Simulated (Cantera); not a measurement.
Mixture: CO : H2 : O2 : N2 : CO2 = 1 : 0.96 : 0.445 : 1.51 : 0.13 (molar parts), equivalence ratio 2.2, at 760 Torr, adiabatic and at constant pressure. Ignition delay is the time to a rise of 400 K.

Cantera simulation using GRI-Mech 3.0 (53 species, 325 reactions); the numbers are that mechanism's predictions, not measurements. Below about 950 K walls govern HO2 and H2O2 in real vessels. Where the delays flatten at high temperature, the 400 K rule measures the pace of heat release, not the induction time.

Task: Predict: delay at 850 K; delay at 1050 K; delay at 1250 K; delay at 1450 K.

Result: 
```json
{
 "delay at 850 K": "0.278 s",
 "delay at 1050 K": "0.182 ms",
 "delay at 1250 K": "47.9 µs",
 "delay at 1450 K": "26.7 µs"
}
```
